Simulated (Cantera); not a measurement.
An isothermal, constant-pressure homogeneous reactor starts with 2.94 % NH3, 97.1 % H2, at 1725 K and 0.109 atm.

Cantera simulation using the gas-phase N/H chemistry of the illustrative SiF4/NH3 mechanism in the Surface Chemkin manual (1991); the numbers are that mechanism's predictions, not measurements. Walls and surfaces, which speed up NH3 decomposition in real reactors, are not modelled.

x: mole fraction; the columns are a selection and need not sum to one.

| t (s) | x NH3 | x H2 | x N2H2 | x NH2 | x NH | x N | x N2H4 |
|---|---|---|---|---|---|---|---|
| 0.000100 | 0.0294 | 0.971 | <1e-12 | 1.95e-8 | <1e-12 | <1e-12 | <1e-12 |
| 0.000272 | 0.0294 | 0.971 | <1e-12 | 5.02e-8 | 1.76e-12 | <1e-12 | <1e-12 |
| 0.000739 | 0.0294 | 0.971 | <1e-12 | 1.34e-7 | 1.30e-11 | <1e-12 | <1e-12 |
| 0.00201 | 0.0294 | 0.971 | 1.49e-12 | 3.61e-7 | 9.58e-11 | <1e-12 | <1e-12 |
| 0.00546 | 0.0294 | 0.971 | 1.16e-11 | 9.79e-7 | 7.07e-10 | 2.59e-12 | <1e-12 |
| 0.0149 | 0.0294 | 0.971 | 9.33e-11 | 2.66e-6 | 5.20e-9 | 5.17e-11 | 4.88e-12 |
| 0.0404 | 0.0294 | 0.970 | 8.13e-10 | 7.13e-6 | 3.76e-8 | 1.00e-9 | 3.52e-11 |
| 0.110 | 0.0294 | 0.970 | 6.49e-9 | 1.74e-5 | 2.24e-7 | 1.46e-8 | 2.09e-10 |
| 0.299 | 0.0291 | 0.970 | 1.63e-8 | 2.55e-5 | 4.85e-7 | 4.66e-8 | 4.47e-10 |
| 0.812 | 0.0283 | 0.971 | 1.62e-8 | 2.53e-5 | 4.92e-7 | 4.84e-8 | 4.40e-10 |
| 2.21 | 0.0261 | 0.972 | 1.45e-8 | 2.39e-5 | 4.74e-7 | 4.76e-8 | 3.91e-10 |
| 6.00 | ___ | 0.974 | ___ | ___ | ___ | 4.55e-8 | 2.87e-10 |

Problem. Some entries are withheld; supply them.

Solution. 
- 6.00, x NH3: 0.0212
- 6.00, x N2H2: 1.09e-8
- 6.00, x NH2: 2.05e-5
- 6.00, x NH: 4.29e-7
